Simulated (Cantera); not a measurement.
Charge: 1 mol SiCl4, 1.3 mol Cl2, 0.3 mol H2, held at 1177 °C and 1 atm.

Equilibrium computed with Cantera from the NASA thermochemical tables; the gas is ideal and each condensed phase is pure. Candidate condensed phases: Si; 19 gas species. Rates play no part.

Base state: SiCl4 0.380, Cl2 0.367, HCl 0.228, Cl 0.0248 (mole fractions); condensed: gas only.

Problem. What changes in the equilibrium state with this change: H2 from 0.3 to 3.4 mol?

Solution. 
```
species   before    after
-------  -------  -------
HCl        0.228    0.483
H2       4.93e-9    0.343
SiCl4      0.380    0.146
Cl2        0.367  2.37e-8
Cl        0.0248  6.31e-6
SiCl3    9.15e-6   0.0138
SiHCl3     <1e-9  0.00893
SiCl2      <1e-9  0.00479
SiH2Cl2    <1e-9  8.46e-5
```
The tables' values for SiCl3 are old estimates; treat these amounts as uncertain.
